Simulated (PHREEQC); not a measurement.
A column of 1 m (30 cells, dispersivity 0.035 m, 720 s a shift, diffusion coefficient 3e-10 m²/s) holds 0.1 eq of the database's cation exchanger X per kg of pore water, first in equilibrium with 0.38 mmol/kgw ZnCl2, 1.5 mmol/kgw MgCl2 and 0.01 mmol/kgw HCl. It is flushed with 0.073 mol/kgw CdCl2, 0.00043 mol/kgw MgSO4 and 1e-05 mol/kgw HCl, at 40 °C. Values are for the last cell. The system is closed to CO2. No solid was allowed to form.

The series has 31 steps of pore volumes, from 0 to 4.017.

Equilibrium calculation in PHREEQC: ion-association model, phreeqc.dat.

After how many pore volumes does Cd at the outlet first reach half of its feed value?

By 1.5 pore volumes.

After how many pore volumes does S at the outlet first reach half of its feed value?

By 1.1 pore volumes.

At this temperature some constants are extrapolated from 25 °C, and those without enthalpy data are left unchanged.
